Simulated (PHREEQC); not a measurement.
Solution (25 °C): 7.9e-05 mol/kgw PbCl2 and 7e-05 mol/kgw NaCl. Closed to the air; pH follows from the charge balance.

All values are PHREEQC results (ion-association model, wateq4f.dat), not measurements.

```csv
quantity,before,after
pH,5.93,6.27
PbOH+ (mol/kgw),1.20e-6,5.28e-7
PbCl+ (mol/kgw),6.45e-7,5.85e-8
Pb2OH+3 (mol/kgw),2.24e-9,1.89e-10
SI of Pb(OH)2 (Pb(OH)2),-0.44,-0.46
SI of Litharge (PbO),-5.01,-5.03
```

Task: What was changed between the two runs?
A) temperature from 25 to 15 °C
B) diluted 10-fold with water
C) NaCl from 7e-05 to 0.0007 mol/kgw
D) PbCl2 from 7.9e-05 to 1.58e-05 mol/kgw
E) PbCl2 from 7.9e-05 to 7.11e-05 mol/kgw

Result: D, PbCl2 from 7.9e-05 to 1.58e-05 mol/kgw

This is a speciation only: nothing precipitates in the calculation.
